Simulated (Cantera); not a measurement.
A closed system holds: 1 mol AlI3, 0.6 mol N2O, 130 mol H2, at 2175 K and 18.0 mbar.

Cantera equilibrium calculation (NASA polynomials, part measured and part estimated; ideal gas, pure solids and liquids). Candidate condensed phases: Al, AlI3, AlN, Al2O3, H2O, I2; 41 gas species. The tables' values for AlOH are old estimates; treat these amounts as uncertain. Kinetics and transport are ignored.

Base state: H2 0.934, H 0.0352, I 0.0189, N2 0.00440, AlI 0.00211, Al 0.00199, H2O 0.00117, HI 0.000975 (mole fractions); condensed: Al2O3(s).

**Question.** What changes in the equilibrium state with this change: pressure from 18.0 mbar to 0.170 bar?

**Answer.** 
```
species          before     after
-------------  --------  --------
H2                0.934     0.960
I                0.0189    0.0157
H                0.0352    0.0116
AlI             0.00211   0.00406
AlO             1.07e-5   1.50e-6
Al              0.00199  0.000488
Al2O           0.000741  0.000240
HI             0.000975   0.00253
AlOH           0.000134   5.85e-5
Al2O3(s), mol     0.106     0.156
```

**Question.** What changes in the equilibrium state with this change: N2O from 0.6 to 9 mol?

**Answer.** 
```csv
species,before,after
H2,0.934,0.832
N2,0.00440,0.0623
H2O,0.00117,0.0517
H,0.0352,0.0332
I,0.0189,0.0198
AlOH,0.000134,1.79e-5
Al2O,0.000741,3.00e-7
AlH,5.07e-5,1.36e-7
"Al2O3(s), mol",0.106,0.497
```
